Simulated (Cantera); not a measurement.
Charge: 1 mol SiF4, 0.25 mol NH3, 32 mol N2, at 902 °C and 1330 Pa.

Method: chemical equilibrium by Gibbs-energy minimisation in Cantera with the NASA 1993 tables (ideal gas, pure condensed phases). Candidate condensed phases: Si, Si3N4; 37 gas species. The tables' values for SiF3 are old estimates; treat these amounts as uncertain. Equilibrium is a limit: real reactors are often held back by kinetics, nucleation or transport.

Base state: N2 0.959, SiF4 0.0297, H2 0.0110, HF 0.000276, SiF3 0.000121, SiHF3 2.92e-5 (mole fractions); condensed: Si3N4(s).

**Question.** What changes in the equilibrium state with this change: NH3 from 0.25 to 1.3 mol?

**Answer.** 
```json
[
 {"species": "N2", "before": "0.959", "after": "0.917"},
 {"species": "H2", "before": "0.0110", "after": "0.0544"},
 {"species": "SiF4", "before": "0.0297", "after": "0.0278"},
 {"species": "HF", "before": "0.000276", "after": "0.000599"},
 {"species": "SiHF3", "before": "2.92e-5", "after": "6.22e-5"},
 {"species": "SiF3", "before": "0.000121", "after": "0.000117"},
 {"species": "Si3N4(s), mol", "before": "0.000347", "after": "0.00124"}
]
```
